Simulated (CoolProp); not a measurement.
Vapour-liquid equilibrium of dimethyl ether (1) + methanol (2) at 63.35 °C; x and y are mole fractions of (1).

The numbers come from the multi-fluid Helmholtz-energy mixture model, Wu 2011 and de Reuck 1993; pair parameters Bell 2016 in CoolProp.

**Question.** Give the bubble pressure and the first vapour's composition at x = 0.05, 0.575, 0.725. Is there an azeotrope?

**Answer.** x = 0.05: 2.317 bar, y = 0.589; x = 0.575: 10.65 bar, y = 0.932; x = 0.725: 12.14 bar, y = 0.951. No azeotrope shows between x = 0.05 and 0.95.

The pair parameters rest on a limited set of measurements; away from them the model extrapolates.
